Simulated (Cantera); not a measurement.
An adiabatic, constant-volume homogeneous reactor starts with 5.03 % CO, 0.247 % H2, 4.13 % O2, 90.6 % N2, at 950 K and 1.01 bar.

Model: GRI-Mech 3.0 (53 species, 325 reactions), integrated in Cantera.

Task: Predict: time of steepest temperature rise; temperature at 1.00 s; equilibrium temperature; x(CO) at 1.00 s; x(H2) at 1.00 s; x(O2) at 1.00 s; x(NO) at 1.00 s; x(CO2) at 1.00 s.

Result: 
```json
{
 "time_of_steepest_temperature_rise": "43.0 ms",
 "temperature at 1.00 s": "1513 K",
 "equilibrium_temperature": "1512 K",
 "x(CO) at 1.00 s": "2.00e-6 (gas-phase equilibrium 1.97e-6)",
 "x(H2) at 1.00 s": "3.70e-8 (gas-phase equilibrium 3.66e-8)",
 "x(O2) at 1.00 s": "0.0153 (gas-phase equilibrium 0.0151)",
 "x(NO) at 1.00 s": "5.25e-6 (gas-phase equilibrium 0.000379)",
 "x(CO2) at 1.00 s": "0.0517 (gas-phase equilibrium 0.0517)"
}
```
